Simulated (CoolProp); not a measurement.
Vapour-liquid equilibrium of R125 (1) + R134a (2) at 84.4 kPa; x and y are mole fractions of (1).

The numbers come from the multi-fluid Helmholtz-energy mixture model, Lemmon 2005 and Tillner-Roth 1994; pair parameters Lemmon 2004 in CoolProp.

Question: Give the bubble temperature and the first vapour's composition at x = 0.35, 0.55, 0.75. Is there an azeotrope?

Answer: x = 0.35: 232.7 K, y = 0.605; x = 0.55: 228.5 K, y = 0.778; x = 0.75: 225.0 K, y = 0.896. No azeotrope shows between x = 0.05 and 0.95.

Pair parameters are fitted to limited data, so mixtures are less certain than the pure fluids.
